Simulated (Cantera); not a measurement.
A closed system holds: 1 mol H₂S, 0.33 mol H₂, 2 mol N₂, 0.11 mol SO₂, equilibrated at 2027 °C and 9.60 bar.

Method: chemical equilibrium by Gibbs-energy minimisation in Cantera with the NASA 1993 tables (ideal gas, pure condensed phases). Candidate condensed phases: H₂O, H₂SO₄, S; 35 gas species. Kinetics and transport are ignored.

Base state: N₂ 0.530, H₂ 0.223, S₂ 0.103, H₂S 0.0643, H₂O 0.0544, SH 0.0193, SO 0.00210, S 0.00182 (mole fractions); condensed: gas only.

What changes in the equilibrium state with this change: temperature from 2027 °C to 1575 °C?


| species | before | after |
|---|---|---|
| N₂ | 0.530 | 0.550 |
| H₂ | 0.223 | 0.167 |
| H₂S | 0.0643 | 0.136 |
| S₂ | 0.103 | 0.0812 |
| SH | 0.0193 | 0.00577 |
| H₂O | 0.0544 | 0.0596 |
| OH | 5.80e-5 | 1.84e-6 |
| H | 0.00148 | 7.00e-5 |
| S | 0.00182 | 9.97e-5 |
| SN | 3.37e-5 | 2.36e-6 |
| SO | 0.00210 | 0.000235 |

What changes in the equilibrium state with this change: H₂S replaced by NH₃?


```csv
species,before,after
N₂,0.530,0.574
H₂,0.223,0.351
H₂O,0.0544,0.0502
S₂,0.103,0.00253
H₂S,0.0643,0.0159
SH,0.0193,0.00380
S₂O,0.000366,5.29e-6
SO₂,0.000671,3.62e-5
SO,0.00210,0.000193
S,0.00182,0.000285
```
